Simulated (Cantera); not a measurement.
Mixture: C3H8 : O2 : N2 = 1 : 2.94 : 11.1 (molar parts), equivalence ratio 1.7, at 530000 Pa, adiabatic and at constant pressure. Ignition delay is the time to a rise of 400 K.

Cantera simulation using GRI-Mech 3.0 (53 species, 325 reactions); the numbers are that mechanism's predictions, not measurements. GRI-Mech 3.0 was tuned for natural gas; its chemistry of propane as a main component is partial and can be far from experiment.

Problem. Predict: delay at 1275 K; delay at 1375 K; delay at 1475 K; delay at 1575 K; delay at 1675 K; apparent activation energy between 1575 and 1675 K.

Solution. 
| Item | Result |
|---|---|
| delay at 1275 K | 0.684 ms |
| delay at 1375 K | 0.141 ms |
| delay at 1475 K | 39.8 µs |
| delay at 1575 K | 15.0 µs |
| delay at 1675 K | 7.11 µs |
| apparent activation energy between 1575 and 1675 K | 160 kJ/mol |
